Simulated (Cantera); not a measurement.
An adiabatic, constant-pressure homogeneous reactor starts with CH4 : H2 : O2 : N2 = 1 : 0.2 : 2.66 : 9.99 (molar parts), at 1500 K and 1.20 bar. Integrator tolerance rtol = 1e-08.

Computed with Cantera and GRI-Mech 3.0 (53 species, 325 reactions).

Task: What does this change do: N2 9.99 to 22 parts?

Result: 
```json
[
 {"quantity": "time of steepest temperature rise", "before": "0.415 ms", "after": "0.801 ms"},
 {"quantity": "temperature at 3.00 s", "before": "2671 K", "after": "2309 K"},
 {"quantity": "equilibrium temperature", "before": "2671 K", "after": "2309 K"},
 {"quantity": "x(CH4) at 3.00 s", "before": "<1e-12 (gas-phase equilibrium <1e-12)", "after": "<1e-12 (gas-phase equilibrium <1e-12)"},
 {"quantity": "x(H2) at 3.00 s", "before": "0.00803 (gas-phase equilibrium 0.00803)", "after": "0.00117 (gas-phase equilibrium 0.00117)"},
 {"quantity": "x(O2) at 3.00 s", "before": "0.0410 (gas-phase equilibrium 0.0410)", "after": "0.0199 (gas-phase equilibrium 0.0199)"},
 {"quantity": "x(HO2) at 3.00 s", "before": "7.79e-6 (gas-phase equilibrium 7.79e-6)", "after": "1.36e-6 (gas-phase equilibrium 1.36e-6)"},
 {"quantity": "x(NO) at 3.00 s", "before": "0.0127 (gas-phase equilibrium 0.0127)", "after": "0.00513 (gas-phase equilibrium 0.00513)"},
 {"quantity": "x(CH2CO) at 3.00 s", "before": "<1e-12 (gas-phase equilibrium <1e-12)", "after": "<1e-12 (gas-phase equilibrium <1e-12)"},
 {"quantity": "x(CO2) at 3.00 s", "before": "0.0511 (gas-phase equilibrium 0.0511)", "after": "0.0358 (gas-phase equilibrium 0.0358)"}
]
```

Task: What does this change do: pressure from 1.20 bar to 10.0 bar?

Result: 
| quantity | before | after |
|---|---|---|
| time of steepest temperature rise | 0.415 ms | 77.2 µs |
| temperature at 3.00 s | 2671 K | 2785 K |
| equilibrium temperature | 2671 K | 2785 K |
| x(CH4) at 3.00 s | <1e-12 (gas-phase equilibrium <1e-12) | <1e-12 (gas-phase equilibrium <1e-12) |
| x(H2) at 3.00 s | 0.00803 (gas-phase equilibrium 0.00803) | 0.00488 (gas-phase equilibrium 0.00488) |
| x(O2) at 3.00 s | 0.0410 (gas-phase equilibrium 0.0410) | 0.0374 (gas-phase equilibrium 0.0374) |
| x(HO2) at 3.00 s | 7.79e-6 (gas-phase equilibrium 7.79e-6) | 1.63e-5 (gas-phase equilibrium 1.63e-5) |
| x(NO) at 3.00 s | 0.0127 (gas-phase equilibrium 0.0127) | 0.0144 (gas-phase equilibrium 0.0144) |
| x(CH2CO) at 3.00 s | <1e-12 (gas-phase equilibrium <1e-12) | <1e-12 (gas-phase equilibrium <1e-12) |
| x(CO2) at 3.00 s | 0.0511 (gas-phase equilibrium 0.0511) | 0.0580 (gas-phase equilibrium 0.0580) |
